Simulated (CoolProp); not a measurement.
Vapour-liquid equilibrium of n-octane (1) + ethylbenzene (2) at 1.32 bar; x and y are mole fractions of (1).

The numbers come from the multi-fluid Helmholtz-energy mixture model, Beckmüller 2019 and Zhou 2012; pair parameters Bell 2016 in CoolProp.

Task: Give the bubble temperature and the first vapour's composition at x = 0.15, 0.25, 0.75. Is there an azeotrope?

Result: x = 0.15: 416.3 K, y = 0.209; x = 0.25: 414.6 K, y = 0.324; x = 0.75: 409.6 K, y = 0.779. No azeotrope shows between x = 0.05 and 0.95.

The pair parameters rest on a limited set of measurements; away from them the model extrapolates.
